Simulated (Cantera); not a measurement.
**Premixed flame**

A freely propagating, adiabatic, planar premixed flame of H2 : O2 : N2 = 1 : 0.926 : 2.69 (molar parts), equivalence ratio 0.54, unburnt at 400 K and 12000 Pa; mixture-averaged transport, grid criteria slope 0.08 and curve 0.16, no radiation.

Cantera simulation using the H2/O2 subset of GRI-Mech 3.0, which has no nitrogen chemistry; the numbers are that mechanism's predictions, not measurements. Burning velocities carry a grid error of a few per cent, more on coarse grids. Lean hydrogen flames are cellular in practice and burn faster than this planar one.

| z (mm) | T (K) | u (m/s) | x H2 | x O2 | x H2O2 | x HO2 | x OH | x H2O |
|---|---|---|---|---|---|---|---|---|
| -16.5 | 400 | 2.18 | 0.217 | 0.201 | <1e-8 | <1e-8 | <1e-8 | <1e-8 |
| -11.0 | 400 | 2.18 | 0.217 | 0.201 | <1e-8 | <1e-8 | <1e-8 | <1e-8 |
| -8.23 | 400 | 2.18 | 0.217 | 0.201 | <1e-8 | <1e-8 | <1e-8 | <1e-8 |
| -5.49 | 400 | 2.18 | 0.217 | 0.201 | <1e-8 | 4.91e-8 | <1e-8 | 7.35e-8 |
| -2.74 | 410 | 2.22 | 0.212 | 0.202 | 5.00e-6 | 8.00e-5 | 2.06e-5 | 0.000380 |
| -1.37 | 614 | 3.24 | 0.178 | 0.199 | 1.36e-5 | 6.55e-5 | 0.000585 | 0.0175 |
| 0 | 1003 | 5.14 | 0.0903 | 0.167 | 1.08e-6 | 2.54e-5 | 0.00205 | 0.0926 |
| 1.37 | 1279 | 6.49 | 0.0254 | 0.119 | 1.38e-6 | 1.43e-5 | 0.00643 | 0.174 |
| 2.74 | 1411 | 7.13 | 0.0156 | 0.107 | 9.86e-7 | 1.08e-5 | 0.00875 | 0.193 |
| 5.49 | 1550 | 7.77 | 0.0137 | 0.104 | 5.38e-7 | 8.14e-6 | 0.0110 | 0.202 |
| 11.0 | 1684 | 8.37 | 0.0112 | 0.102 | 2.70e-7 | 5.94e-6 | 0.0125 | 0.211 |
| 22.0 | 1804 | 8.89 | 0.00793 | 0.101 | 1.43e-7 | 4.00e-6 | 0.0125 | 0.220 |
| 43.9 | 1895 | 9.27 | 0.00473 | 0.101 | 8.41e-8 | 2.50e-6 | 0.0108 | 0.228 |
x: mole fraction of selected species; z is measured from the peak of heat release.

```
Quantity                    Result
------------------------  --------
laminar burning velocity  218 cm/s
thermal thickness          5.49 mm
peak x(H2O2)               1.77e-5
peak x(HO2)               0.000115
peak x(OH)                  0.0127
grid points                    117
```
